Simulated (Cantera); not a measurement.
A Cantera script and what it prints.

```python
import numpy as np
import cantera as ct

gas_names = [...]  # 148 gases of nasa_gas.yaml made of Al, C, H, N, O
cond_names = """
    AL(cr) AL(L) ALN(s) AL2O3(a) AL2O3(L) C(gr) C6H6(L) C7H8(L) C8H18(L),n-octa H2O(s) H2O(L)
""".split()


# ... load() reads the species with a 1 bar reference pressure and builds the phases ...
atoms = {
    'Al(CH3)3': {'AL': 1, 'C': 3, 'H': 9},
    'N2O': {'N': 2, 'O': 1},
    'N2': {'N': 2},
}
top_T = {'ALN(s)': 2750, 'C(gr)': 4500}  # K; cautious upper limits of use, not melting points


# ... equilibrate(T, P, feed) seeds the gas with the atoms and calls Mixture.equilibrate('TP', solver="vcs", rtol=1e-11, max_steps=5000) ...
results = []
T = 1175  # K
P = 100000  # Pa
for m in [2.5, 3, 3.7, 4.5, 5.5, 6.7, 8.2, 10, 12, 15, 18, 22]:
    feed = {'Al(CH3)3': 1, 'N2O': m, 'N2': 59}  # mol
    mix = equilibrate(T, P, feed)
    results.append((T, P, feed, dict(zip(mix.species_names, mix.species_moles))))

top = {s: max(r[3][s] / sum(r[3][g] for g in gas_names) for r in results) for s in gas_names}
cols = sorted((s for s in top if top[s] > 0.001), key=lambda s: -top[s])[:7]
seen = [c for c in cond_names if any(r[3].get(c, 0) > 1e-12 for r in results)]
print("log10 of partial pressures in bar; condensed amounts in mol")
print(f"{'n(N2O)':>10s}" + "".join(f"{s[:9]:>10s}" for s in cols + seen))
for T, P, feed, n in results:
    ng = sum(n[g] for g in gas_names)
    print(f"{feed['N2O']:10.4g}" + "".join(f"{np.log10(max(n[s] / ng * P / 1e5, 1e-99)):10.3f}" for s in cols)
          + "".join(f"{n.get(c, 0):10.4g}" for c in seen))
```

Output:

```
log10 of partial pressures in bar; condensed amounts in mol
    n(N2O)        N2        H2       H2O        O2        CO       CO2  AL2O3(a)     C(gr)
       2.5    -0.037    -1.174    -4.462   -22.828    -1.827    -5.222       0.5     1.996
         3    -0.040    -1.181    -4.299   -22.489    -1.658    -4.883       0.5     1.498
       3.7    -0.044    -1.190    -4.150   -22.174    -1.501    -4.568       0.5    0.8003
       4.5    -0.048    -1.200    -4.036   -21.925    -1.376    -4.319       0.5  0.003568
       5.5    -0.048    -1.272    -2.044   -17.798    -1.434    -2.314       0.5         0
       6.7    -0.047    -1.375    -1.715   -16.934    -1.520    -1.967       0.5         0
       8.2    -0.046    -1.537    -1.506   -16.191    -1.661    -1.737       0.5         0
        10    -0.045    -1.837    -1.354   -15.286    -1.935    -1.559       0.5         0
        12    -0.044    -6.195    -1.242    -6.347    -6.264    -1.418       0.5         0
        15    -0.050    -8.521    -1.266    -1.744    -8.589    -1.442       0.5         0
        18    -0.056    -8.683    -1.289    -1.465    -8.752    -1.465       0.5         0
        22    -0.062    -8.808    -1.318    -1.272    -8.877    -1.494       0.5         0
```

These are equilibrium values from Cantera (NASA tables, ideal gas, pure condensed phases), not measurements of a reactor. The feed counts by its element totals alone.
